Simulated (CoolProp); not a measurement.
Vapour-liquid equilibrium of carbon dioxide (1) + R227EA (2) at 261.3 K; x and y are mole fractions of (1).

Values from CoolProp's multi-fluid Helmholtz-energy mixture model, Span 1996 and Lemmon 2016; pair parameters Bell 2016.

| x | bubble pressure (MPa) | y at the bubble point | dew pressure at overall composition x (MPa) | liquid density (mol/L) |
|---|---|---|---|---|
| 0.05 | 0.2199 | 0.451 | 0.1290 | 9.306 |
| 0.15 | 0.4226 | 0.728 | 0.1439 | 9.992 |
| 0.25 | 0.6316 | 0.829 | 0.1627 | 10.76 |
| 0.35 | 0.8444 | 0.881 | 0.1870 | 11.64 |
| 0.45 | 1.062 | 0.913 | 0.2195 | 12.64 |
| 0.55 | 1.286 | 0.937 | 0.2655 | 13.80 |
| 0.65 | 1.522 | 0.955 | 0.3357 | 15.16 |
| 0.75 | 1.775 | 0.970 | 0.4556 | 16.77 |
| 0.85 | 2.052 | 0.983 | 0.7050 | 18.72 |
| 0.95 | 2.354 | 0.995 | 1.456 | 21.12 |

No azeotrope shows between x = 0.05 and 0.95.

Pair parameters are fitted to limited data, so mixtures are less certain than the pure fluids.
